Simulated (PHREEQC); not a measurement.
Solution (25 °C): 42 mmol/kgw NH4BF4. Closed to the air; pH follows from the charge balance.

Equilibrium calculation in PHREEQC: ion-association model, wateq4f.dat.

Precipitation was switched off in this run.

Question: Predict the pH, ionic strength.

Answer: pH 2.82; ionic strength 0.0438 mol/kgw.

Question: In which forms is B present?

Answer: BF4- 90 %, BF3OH- 5.9 %, H3BO3 3.0 %, BF2(OH)2- 1.5 % of the B.

Species that the database lacks are ignored. Real BF4- forms and hydrolyses slowly; the run takes it at equilibrium.
